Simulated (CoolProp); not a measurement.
Properties of R1224YDZ along the isotherm 473.1 K.

Computed with CoolProp (reference Helmholtz-energy equation of state, Akasaka 2023).

```json
[
 {"p (MPa)": "0.0527", "phase": "gas", "cp (kJ/(kg K))": "1.015", "cv (kJ/(kg K))": "0.9583", "speed of sound (m/s)": "166.9", "Joule-Thomson coefficient (K/MPa)": "6.825", "fugacity coefficient": "0.9961"},
 {"p (MPa)": "0.0999", "phase": "gas", "cp (kJ/(kg K))": "1.017", "cv (kJ/(kg K))": "0.9588", "speed of sound (m/s)": "166.4", "Joule-Thomson coefficient (K/MPa)": "6.853", "fugacity coefficient": "0.9927"},
 {"p (MPa)": "0.189", "phase": "gas", "cp (kJ/(kg K))": "1.020", "cv (kJ/(kg K))": "0.9597", "speed of sound (m/s)": "165.4", "Joule-Thomson coefficient (K/MPa)": "6.906", "fugacity coefficient": "0.9862"},
 {"p (MPa)": "0.359", "phase": "gas", "cp (kJ/(kg K))": "1.026", "cv (kJ/(kg K))": "0.9616", "speed of sound (m/s)": "163.6", "Joule-Thomson coefficient (K/MPa)": "7.009", "fugacity coefficient": "0.9738"},
 {"p (MPa)": "0.681", "phase": "gas", "cp (kJ/(kg K))": "1.038", "cv (kJ/(kg K))": "0.9652", "speed of sound (m/s)": "160.0", "Joule-Thomson coefficient (K/MPa)": "7.215", "fugacity coefficient": "0.9506"},
 {"p (MPa)": "1.29", "phase": "gas", "cp (kJ/(kg K))": "1.067", "cv (kJ/(kg K))": "0.9732", "speed of sound (m/s)": "153.1", "Joule-Thomson coefficient (K/MPa)": "7.634", "fugacity coefficient": "0.9075"},
 {"p (MPa)": "2.45", "phase": "gas", "cp (kJ/(kg K))": "1.153", "cv (kJ/(kg K))": "0.9928", "speed of sound (m/s)": "139.1", "Joule-Thomson coefficient (K/MPa)": "8.525", "fugacity coefficient": "0.8280"},
 {"p (MPa)": "4.64", "phase": "supercritical", "cp (kJ/(kg K))": "1.648", "cv (kJ/(kg K))": "1.054", "speed of sound (m/s)": "112.4", "Joule-Thomson coefficient (K/MPa)": "9.878", "fugacity coefficient": "0.6870"},
 {"p (MPa)": "8.79", "phase": "supercritical", "cp (kJ/(kg K))": "1.577", "cv (kJ/(kg K))": "1.034", "speed of sound (m/s)": "186.6", "Joule-Thomson coefficient (K/MPa)": "1.935", "fugacity coefficient": "0.4831"},
 {"p (MPa)": "16.7", "phase": "supercritical", "cp (kJ/(kg K))": "1.358", "cv (kJ/(kg K))": "1.013", "speed of sound (m/s)": "314.2", "Joule-Thomson coefficient (K/MPa)": "0.3775", "fugacity coefficient": "0.3577"}
]
```
